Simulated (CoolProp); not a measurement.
cis-2-butene at 293.15 K and 0.0238 MPa is throttled through a valve to 0.0146 MPa with no heat exchange. Each further row changes one setting.

Values from CoolProp's reference Helmholtz-energy equation of state, Lemmon 2005. It is a short technical equation, of lower accuracy than the large ones.

```
case                         temperature change (K)  final density (kg/m³)
---------------------------  ----------------------  ---------------------
as stated                                         ?                      ?
outlet pressure 0.00438 MPa                       ?                      ?
outlet pressure 0.019 MPa                         ?                      ?
```

**Question.** Complete the blanks.

**Answer.** 
- as stated, temperature change (K): -0.3
- as stated, final density (kg/m³): 0.338
- outlet pressure 0.00438 MPa, temperature change (K): -0.7
- outlet pressure 0.00438 MPa, final density (kg/m³): 0.101
- outlet pressure 0.019 MPa, temperature change (K): -0.2
- outlet pressure 0.019 MPa, final density (kg/m³): 0.440
